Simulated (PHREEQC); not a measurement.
Consider water at 80 °C with 7.9e-05 mol H2SO4 and 3.5e-05 mol H3BO3 per kg of water. Closed to the air; pH follows from the charge balance.

All values are PHREEQC results (ion-association model, wateq4f.dat), not measurements.

This is a speciation only: nothing precipitates in the calculation.

Q: What pH does the model give?

A: pH 3.82.

Q: In which forms is S present?

A: SO4-2 95 %, HSO4- 5.4 % of the S.

Species that the database lacks are ignored. Away from 25 °C the constants follow the database's enthalpies or fits; those with neither stay at their 25 °C values.
